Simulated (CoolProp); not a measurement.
Properties of sulfur hexafluoride along the isotherm 350.2 K (Tc = 318.7 K, pc = 3755 kPa, ω = 0.210).

Model: reference Helmholtz-energy equation of state, Guder 2009, in CoolProp.

| p (kPa) | phase | Z | cp (kJ/(kg K)) | Joule-Thomson coefficient (K/MPa) | isothermal compressibility (1/MPa) |
|---|---|---|---|---|---|
| 4690 | supercritical | 0.6104 | 1.199 | 8.496 | 0.3932 |
| 9390 | supercritical | 0.4365 | 1.297 | 1.748 | 0.05636 |
| 14100 | supercritical | 0.5621 | 1.105 | 0.5985 | 0.02022 |
| 18800 | supercritical | 0.6969 | 1.042 | 0.2455 | 0.01206 |
| 23500 | supercritical | 0.8307 | 1.009 | 0.07122 | 0.008556 |
| 28200 | supercritical | 0.9623 | 0.9881 | -0.03337 | 0.006622 |
| 32900 | supercritical | 1.092 | 0.9739 | -0.1033 | 0.005400 |
| 37500 | supercritical | 1.216 | 0.9637 | -0.1524 | 0.004574 |
